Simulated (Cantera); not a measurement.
A closed system holds: 1 mol CaCO3, 0.17 mol O2, 0.19 mol CO2, at 1850 K and 13300 Pa.

Method: chemical equilibrium by Gibbs-energy minimisation in Cantera with the NASA 1993 tables (ideal gas, pure condensed phases). Candidate condensed phases: C, Ca, CaCO3, CaO; 15 gas species. Equilibrium is a limit: real reactors are often held back by kinetics, nucleation or transport.

Base state: CO2 0.872, O2 0.126, CO 0.00229, O 0.000187 (mole fractions); condensed: CaO(s).

**Question.** What changes in the equilibrium state with this change: CaCO3 replaced by MgCO3?

**Answer.** 
```tsv
species	before	after
CO2	0.872	0.872
O2	0.126	0.126
CO	0.00229	0.00229
O	0.000187	0.000187
CaO(s), mol	1.00	0
MgO(s), mol	0	1.00
```
Further candidate phases: Mg, MgCO3, MgO.
